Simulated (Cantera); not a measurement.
An isothermal, constant-pressure homogeneous reactor starts with C₂H₆ : H₂ = 1 : 140 (molar parts), at 1775 K and 0.0400 bar. Integrator tolerance rtol = 1e-08.

Model: GRI-Mech 3.0 (53 species, 325 reactions), integrated in Cantera. GRI-Mech 3.0 stops at C3 and has no aromatics, soot or wall deposition, so with more carbon than oxygen in the feed, carbon stays in small species such as C2H2 where larger ones or solid carbon would form. Radical loss at walls, strong at low pressure, is not modelled.

Q: What does this change do: C2H6 1 to 6.6 parts?

A: 
```
quantity                                             before                                     after
-----------------  ----------------------------------------  ----------------------------------------
x(C₂H₆) at 3.00 s  6.90e-9 (gas-phase equilibrium 4.42e-10)   1.02e-8 (gas-phase equilibrium 2.46e-9)
x(H₂) at 3.00 s         0.991 (gas-phase equilibrium 0.991)       0.957 (gas-phase equilibrium 0.957)
x(C₂H₄) at 3.00 s   7.19e-6 (gas-phase equilibrium 7.53e-6)   4.32e-5 (gas-phase equilibrium 4.34e-5)
x(C₂H₂) at 3.00 s   0.00641 (gas-phase equilibrium 0.00686)     0.0406 (gas-phase equilibrium 0.0410)
x(CH₄) at 3.00 s   0.00113 (gas-phase equilibrium 0.000228)  0.00130 (gas-phase equilibrium 0.000528)
x(C₂H) at 3.00 s    7.32e-8 (gas-phase equilibrium 7.89e-8)   4.74e-7 (gas-phase equilibrium 4.80e-7)
x(CH₂) at 3.00 s    5.25e-8 (gas-phase equilibrium 1.09e-8)   6.30e-8 (gas-phase equilibrium 2.61e-8)
```
